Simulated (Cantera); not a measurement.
Input: 1 mol HgO, 0.037 mol H2, held at 1573 K and 1 atm.

Method: chemical equilibrium by Gibbs-energy minimisation in Cantera with the NASA 1993 tables (ideal gas, pure condensed phases). Candidate condensed phases: H2O, Hg, HgO; 10 gas species. Equilibrium is a limit: real reactors are often held back by kinetics, nucleation or transport.

Base state: Hg 0.659, O2 0.317, H2O 0.0243, OH 7.82e-5 (mole fractions); condensed: gas only.

Q: What changes in the equilibrium state with this change: H2 from 0.037 to 5.6 mol?

A: 
```json
[
 {"species": "H2", "before": "2.06e-7", "after": "0.697"},
 {"species": "Hg", "before": "0.659", "after": "0.152"},
 {"species": "H2O", "before": "0.0243", "after": "0.152"},
 {"species": "O2", "before": "0.317", "after": "<1e-9"},
 {"species": "H", "before": "1.83e-8", "after": "3.37e-5"},
 {"species": "OH", "before": "7.82e-5", "after": "2.65e-7"}
]
```

Q: What changes in the equilibrium state with this change: temperature from 1573 K to 698 K?

A: 
```csv
species,before,after
Hg,0.659,0.552
H2O,0.0243,0.345
O2,0.317,0.104
OH,7.82e-5,<1e-9
"HgO(s), mol",0,0.941
```
